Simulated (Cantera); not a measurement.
Charge: 1 mol n-butane, 0.045 mol NH3, 0.18 mol N2, equilibrated at 2948.15 K and 1 atm.

These are equilibrium values from Cantera (NASA tables, ideal gas, pure condensed phases), not measurements of a reactor. Candidate condensed phases: C, C6H6, C7H8, C8H18; 92 gas species. Kinetics and transport are ignored.

Base state: H2 0.787, H 0.118, C2H2 (acetylene) 0.0420, HCN 0.0239, N2 0.0218, HNC 0.00433, C2H 0.00101, C4H2 0.000935 (mole fractions); condensed: C(graphite).

What changes in the equilibrium state with this change: temperature from 2948.15 K to 750 K?


```
species             before    after
----------------  --------  -------
CH4                5.17e-5    0.534
H2                   0.787    0.406
N2                  0.0218   0.0588
H                    0.118    <1e-9
C2H2 (acetylene)    0.0420    <1e-9
HCN                 0.0239  3.79e-9
HNC                0.00433    <1e-9
C2H                0.00101    <1e-9
C4H2              0.000935    <1e-9
CN                0.000353    <1e-9
C(graphite), mol      3.33     2.16
```

What changes in the equilibrium state with this change: temperature from 2948.15 K to 1298 K?


| species | before | after |
|---|---|---|
| H2 | 0.787 | 0.954 |
| N2 | 0.0218 | 0.0387 |
| CH4 | 5.17e-5 | 0.00735 |
| H | 0.118 | 1.04e-6 |
| C2H2 (acetylene) | 0.0420 | 5.32e-7 |
| HCN | 0.0239 | 3.90e-5 |
| C2H | 0.00101 | <1e-9 |
| C4H2 | 0.000935 | <1e-9 |
| CN | 0.000353 | <1e-9 |
| C3 | 0.000175 | <1e-9 |
| C(graphite), mol | 3.33 | 3.96 |

What changes in the equilibrium state with this change: pressure from 1 atm to 0.133 bar?


```
species            before     after
----------------  -------  --------
H2                  0.787     0.625
H                   0.118     0.291
C2H2 (acetylene)   0.0420    0.0334
HCN                0.0239    0.0205
N2                 0.0218    0.0201
CH4               5.17e-5   4.30e-6
C2                1.76e-5  0.000134
C                 3.03e-5  0.000230
C(graphite), mol     3.33      3.35
```
